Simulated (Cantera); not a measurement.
What does this Cantera script print?

```python
import numpy as np
import cantera as ct

gas = ct.Solution("gri30.yaml")
gas.TPX = 1200, 1100000, {'H2': 1, 'O2': 0.385, 'N2': 1.45}
reactor = ct.IdealGasReactor(gas, energy="on", clone=False)
net = ct.ReactorNet([reactor])
net.rtol, net.atol = 1e-08, 1e-16
show = ['H2', 'O2', 'NO', 'O', 'H', 'N2O', 'H2O2']
times = np.geomspace(1e-05, 0.5, 16)

steps = ct.SolutionArray(gas, extra=["t"])
rows = []
print(f"{'t/s':>10s}{'T/K':>9s}{'P/Pa':>11s}" + "".join(f"{s:>11s}" for s in show))
for t in times:
    while net.time < t:
        t_next = net.step()
        steps.append(gas.state, t=t_next)
    rows.append([np.interp(t, steps.t, y) for y in (steps.T, steps.P, *steps(*show).X.T)])
    print(f"{t:10.3e}{rows[-1][0]:9.1f}{rows[-1][1]:11.4g}" + "".join(f"{x:11.3e}" for x in rows[-1][2:]))
rate = np.gradient(steps.T, steps.t)
print("integrator steps:", len(steps.t))
if steps.T.max() > steps.T[0] + 200:
    print(f"time of steepest temperature rise: {steps.t[rate.argmax()]:.4e} s")
gas.TPX = 1200, 1100000, {'H2': 1, 'O2': 0.385, 'N2': 1.45}
gas.equilibrate("UV")
print(f"equilibrium (UV): T = {gas.T:.1f} K  " + "  ".join(f"{s} {gas[s].X[0]:.3e}" for s in show))
```

Result:

```
       t/s      T/K       P/Pa         H2         O2         NO          O          H        N2O       H2O2
 1.000e-05   1200.0    1.1e+06  3.527e-01  1.358e-01  4.868e-17  4.830e-09  4.049e-08  1.140e-12  1.838e-07
 2.057e-05   1200.1    1.1e+06  3.527e-01  1.358e-01  4.741e-16  1.440e-08  1.207e-07  5.884e-12  1.074e-06
 4.232e-05   1200.7  1.101e+06  3.526e-01  1.357e-01  3.768e-14  1.347e-07  1.128e-06  6.360e-11  1.460e-05
 8.706e-05   3186.5  2.583e+06  1.012e-01  1.969e-03  3.237e-03  1.815e-03  1.707e-02  1.052e-06  1.426e-06
 1.791e-04   3180.1  2.579e+06  1.022e-01  1.852e-03  4.727e-03  1.729e-03  1.688e-02  1.174e-06  1.367e-06
 3.684e-04   3180.1  2.579e+06  1.022e-01  1.852e-03  4.727e-03  1.729e-03  1.688e-02  1.175e-06  1.367e-06
 7.579e-04   3180.1  2.579e+06  1.022e-01  1.852e-03  4.727e-03  1.729e-03  1.688e-02  1.175e-06  1.367e-06
 1.559e-03   3180.1  2.579e+06  1.022e-01  1.852e-03  4.727e-03  1.729e-03  1.688e-02  1.175e-06  1.367e-06
 3.207e-03   3180.1  2.579e+06  1.022e-01  1.852e-03  4.727e-03  1.729e-03  1.688e-02  1.175e-06  1.367e-06
 6.598e-03   3180.1  2.579e+06  1.022e-01  1.852e-03  4.727e-03  1.729e-03  1.688e-02  1.175e-06  1.367e-06
 1.357e-02   3180.1  2.579e+06  1.022e-01  1.852e-03  4.727e-03  1.729e-03  1.688e-02  1.175e-06  1.367e-06
 2.792e-02   3180.1  2.579e+06  1.022e-01  1.852e-03  4.727e-03  1.729e-03  1.688e-02  1.175e-06  1.367e-06
 5.743e-02   3180.1  2.579e+06  1.022e-01  1.852e-03  4.727e-03  1.729e-03  1.688e-02  1.175e-06  1.367e-06
 1.182e-01   3180.1  2.579e+06  1.022e-01  1.852e-03  4.727e-03  1.729e-03  1.688e-02  1.175e-06  1.367e-06
 2.431e-01   3180.1  2.579e+06  1.022e-01  1.852e-03  4.727e-03  1.729e-03  1.688e-02  1.175e-06  1.367e-06
 5.000e-01   3180.1  2.579e+06  1.022e-01  1.852e-03  4.727e-03  1.729e-03  1.688e-02  1.175e-06  1.367e-06
integrator steps: 1397
time of steepest temperature rise: 6.9998e-05 s
equilibrium (UV): T = 3180.1 K  H2 1.022e-01  O2 1.852e-03  NO 4.727e-03  O 1.729e-03  H 1.688e-02  N2O 1.175e-06  H2O2 1.367e-06
```

Cantera simulation using GRI-Mech 3.0 (53 species, 325 reactions); the numbers are that mechanism's predictions, not measurements. The hydrogen kinetics of GRI-Mech 3.0 are dated; newer H2 mechanisms differ, most at raised pressure. Above 3000 K some thermodynamic fits are extrapolated.
